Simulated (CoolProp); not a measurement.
Vapour-liquid equilibrium of benzene (1) + ethanol (2) at 55.25 °C; x and y are mole fractions of (1).

Values from CoolProp's multi-fluid Helmholtz-energy mixture model, Thol 2012 and Schroeder 2014; pair parameters Bell 2016.

```
x      bubble pressure (bar)  y at the bubble point  dew pressure at overall composition x (bar)  liquid density (mol/L)
-----  ---------------------  ---------------------  -------------------------------------------  ----------------------
0.05                  0.4339                  0.173                                       0.3916                   16.00
0.125                 0.5080                  0.342                                       0.4165                   15.36
0.2                   0.5626                  0.444                                       0.4445                   14.76
0.275                 0.5976                  0.505                                       0.4763                   14.21
0.35                  0.6170                  0.541                                       0.5121                   13.70
0.425                 0.6260                  0.562                                       0.5522                   13.23
0.5                   0.6293                  0.573                                       0.5949                   12.79
0.575                 0.6301                  0.581                                       0.6296                   12.40
0.65                  0.6295                  0.588                                       0.6040                   12.04
0.725                 0.6261                  0.601                                       0.5644                   11.71
0.8                   0.6151                  0.627                                       0.5260                   11.42
0.875                 0.5862                  0.684                                       0.4910                   11.15
0.95                  0.5205                  0.811                                       0.4595                   10.91
```

y crosses x between x = 0.575 and 0.65: the model has an azeotrope there.

The pair parameters rest on a limited set of measurements; away from them the model extrapolates. With so large a gap from Raoult's law the liquid may split in two, which this calculation doesn't test in full.
